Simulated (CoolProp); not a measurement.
The fluid at 293.15 K and 0.188 MPa is throttled through a valve to 0.0347 MPa with no heat exchange. The same conditions are run with several fluids, on thermodynamics alone (safety and materials aside).

Model: reference Helmholtz-energy equation of state of each fluid (carbon monoxide: Lemmon 2006; R134a: Tillner-Roth 1994; R404A: Lemmon 2003; R115: Lemmon 2016; R1132(E): Akasaka 2024), in CoolProp. Blends and air are pseudo-pure fits.

Rank carbon monoxide, R134a, R404A, R115, R1132(E) by temperature change (K), highest first.

carbon monoxide (-0.4), R115 (-2.2), R1132(E) (-2.6), R404A (-2.9), R134a (-3.6)

| fluid | final density (kg/m³) |
|---|---|
| carbon monoxide | 0.399 |
| R134a | 1.48 |
| R404A | 1.41 |
| R115 | 2.23 |
| R1132(E) | 0.924 |
